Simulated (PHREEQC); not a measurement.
0.27 g of hydrous ferric oxide (600 m²/g; 0.2 weak and 0.005 strong sites per Fe, Dzombak-Morel constants, diffuse double layer) in 1 kg of water with 0.001 mol/kgw of an inert sodium salt and 0.59 mmol/kgw NaH2PO4, at 25 °C; the pH is set by adding NaOH or the inert anion's acid. O2 is buffered at 0.21 atm. The system is closed to CO2. Nothing may precipitate in this run.

The series has 13 steps of pH, from 3 to 11.

The numbers come from PHREEQC with the ion-association model, wateq4f.dat.

### Question
Near which pH is half of the P sorbed, and on which side is more sorbed?

### Answer
Near pH 7.7, with more sorbed at lower pH.

### Question
At which pH does the surface charge pass through zero?

### Answer
Near pH 5.5.

H3PO4, which wateq4f.dat lacks, is added to it with the constant of phreeqc.dat. The oxide is taken as insoluble; below pH 4 it would dissolve.
